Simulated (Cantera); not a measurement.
An isothermal, constant-pressure homogeneous reactor starts with C₂H₆ : N₂ = 1 : 4.7 (molar parts), at 1350 K and 0.0267 bar.

Detailed kinetics in Cantera: GRI-Mech 3.0 (53 species, 325 reactions). GRI-Mech 3.0 stops at C3 and has no aromatics, soot or wall deposition, so with more carbon than oxygen in the feed, carbon stays in small species such as C2H2 where larger ones or solid carbon would form. Radical loss at walls, strong at low pressure, is not modelled.

Predict: x(C₂H₆) at 10.0 s; x(CH₄) at 10.0 s; x(H) at 10.0 s; x(CH₃) at 10.0 s; x(C₂H) at 10.0 s.


- x(C₂H₆) at 10.0 s: 3.52e-6 (gas-phase equilibrium 1.70e-7)
- x(CH₄) at 10.0 s: 0.0473 (gas-phase equilibrium 0.00495)
- x(H) at 10.0 s: 3.58e-6 (gas-phase equilibrium 7.39e-6)
- x(CH₃) at 10.0 s: 1.68e-5 (gas-phase equilibrium 2.87e-6)
- x(C₂H) at 10.0 s: 1.33e-9 (gas-phase equilibrium 1.59e-9)
